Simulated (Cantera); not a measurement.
Mixture: 9.98 % CH4, 15.0 % O2, 75.0 % N2, equivalence ratio 1.3, at 7500 Torr, adiabatic and at constant volume. Ignition delay is the time to a rise of 400 K.

Cantera simulation using GRI-Mech 3.0 (53 species, 325 reactions); the numbers are that mechanism's predictions, not measurements.

Predict: delay at 1225 K; delay at 1425 K; delay at 1625 K; delay at 1825 K; delay at 2025 K; apparent activation energy between 1825 and 2025 K.


| Quantity | Value |
|---|---|
| delay at 1225 K | 4.99 ms |
| delay at 1425 K | 0.546 ms |
| delay at 1625 K | 80.0 µs |
| delay at 1825 K | 16.2 µs |
| delay at 2025 K | 4.74 µs |
| apparent activation energy between 1825 and 2025 K | 190 kJ/mol |
